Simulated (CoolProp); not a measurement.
Sulfur dioxide along the isobar 9.91 MPa: Z from the reference equation and from simpler models built on Tc = 430.6 K, pc = 7.887 MPa, ω = 0.256; each cubic takes its own stable root.

Computed with CoolProp (reference Helmholtz-energy equation of state, Gao 2016).

```
T (K)   phase  reference
-----  ------  ---------
222.5  liquid     0.2177
238.9  liquid     0.2081
255.2  liquid     0.2000
271.6  liquid     0.1932
287.9  liquid     0.1876
304.3  liquid     0.1831
320.7  liquid     0.1797
337    liquid     0.1773
353.4  liquid     0.1762
369.7  liquid     0.1765
386.1  liquid     0.1787
402.4  liquid     0.1839
```

How far does each simpler model (van der Waals, Redlich-Kwong, Soave-Redlich-Kwong, Peng-Robinson) lie from the reference over these 12 states: mean and median of the absolute difference, and the worst?


- van der Waals: mean 63.6 %, median 63.9 %, worst +68.9 % at 222.5 K and 9.91 MPa
- Redlich-Kwong: mean 16.3 %, median 15.3 %, worst +20.9 % at 402.4 K and 9.91 MPa
- Soave-Redlich-Kwong: mean 12.7 %, median 12.0 %, worst +17.1 % at 402.4 K and 9.91 MPa
- Peng-Robinson: mean 1.3 %, median 1.1 %, worst +4.1 % at 402.4 K and 9.91 MPa
